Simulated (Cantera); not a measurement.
Input: 1 mol SiH2Cl2, 0.21 mol O2, held at 1300 °C and 1.50 mbar.

Equilibrium computed with Cantera from the NASA thermochemical tables; the gas is ideal and each condensed phase is pure. The tables' values for SiCl3, SiCl are old estimates; treat these amounts as uncertain. Equilibrium is a limit: real reactors are often held back by kinetics, nucleation or transport.

| species | before | after |
|---|---|---|
| H2 | 0.247 | 0.376 |
| SiCl2 | 0.230 | 0.364 |
| HCl | 0.337 | 0.201 |
| SiO | 0.174 | 0.0496 |
| Si | 5.43e-6 | 3.67e-5 |
| SiCl | 5.74e-5 | 0.000188 |
| SiCl4 | 0.00106 | 0.000392 |
| Cl | 0.000565 | 0.000274 |
| SiCl3 | 0.00962 | 0.00737 |
| H | 0.000522 | 0.000644 |
| Si(s), mol | 0 | 0.115 |
Gas species are given as mole fractions.

Question: What was changed between the two runs?
A. O2 from 0.21 to 0.72 mol
B. O2 from 0.21 to 4.6 mol
C. O2 from 0.21 to 0.052 mol
D. O2 from 0.21 to 12 mol

Answer: C, O2 from 0.21 to 0.052 mol
